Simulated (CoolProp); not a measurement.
Decamethylcyclopentasiloxane (D5) along the isobar 6.47 bar: density (kg/m³) from the reference equation and from simpler models built on Tc = 618.3 K, pc = 10.78 bar, ω = 0.631; each cubic takes its own stable root.

The numbers come from the reference Helmholtz-energy equation of state, Thol 2019 in CoolProp.

```tsv
T (K)	phase	reference	van der Waals	Soave-Redlich-Kwong	Peng-Robinson
473.7	liquid	760.0	424.4	665.8	752.6
489.7	liquid	739.3	412.4	645.5	730.1
505.6	liquid	717.5	?	623.1	705.1
521.6	liquid	693.9	384.0	597.8	?
537.6	liquid	668.0	?	?	?
553.5	liquid	638.8	77.52	535.4	606.1
569.5	liquid	603.7	71.49	494.1	?
585.5	gas	77.44	66.83	74.73	77.30
601.4	gas	69.01	63.04	67.23	69.31
617.4	gas	63.32	?	61.95	63.72
```

Q: Fill in the missing entries.

A: 
- 505.6, van der Waals: 399.1
- 521.6, Peng-Robinson: 676.7
- 537.6, van der Waals: 366.2
- 537.6, Soave-Redlich-Kwong: 568.9
- 537.6, Peng-Robinson: 644.2
- 569.5, Peng-Robinson: 558.8
- 617.4, van der Waals: 59.81

At some of these states van der Waals gives the other phase, because its saturation line lies elsewhere.
